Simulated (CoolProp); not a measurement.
Saturation properties of benzene.

Model: reference Helmholtz-energy equation of state, Thol 2012, in CoolProp.

```tsv
T (°C)	p (kPa)	liquid density (kg/m³)	vapour Z	vapour viscosity (µPa s)	liquid conductivity (mW/(m K))
72.75	80.43	821.6	0.9712	8.69	126
78.55	___	815.1	0.9671	8.83	124
84.35	115.4	808.6	0.9627	8.96	122
90.05	136.4	802.1	0.9579	9.10	___
95.85	160.8	795.5	0.9527	9.23	119
101.65	188.4	788.7	0.9472	9.37	117
107.45	219.4	___	0.9412	9.50	115
113.15	253.7	775.2	___	9.63	114
118.95	292.5	768.3	___	9.77	112
124.75	335.8	761.2	0.9208	9.90	110
130.55	383.7	754.1	0.9131	10.0	109
136.35	436.5	746.9	___	10.2	107
142.05	493.6	739.6	0.8966	10.3	105
147.85	557.3	732.2	0.8875	10.4	104
```

Question: Some entries are withheld; supply them.

Answer: 
- 78.55, p (kPa): 96.68
- 90.05, liquid conductivity (mW/(m K)): 121
- 107.45, liquid density (kg/m³): 781.9
- 113.15, vapour Z: 0.9349
- 118.95, vapour Z: 0.9281
- 136.35, vapour Z: 0.9050

It boils at 80.1 °C under 1 atm.

Viscosity comes from a separate model (Avgeri 2014). Thermal conductivity comes from a separate model (Assael 2012).
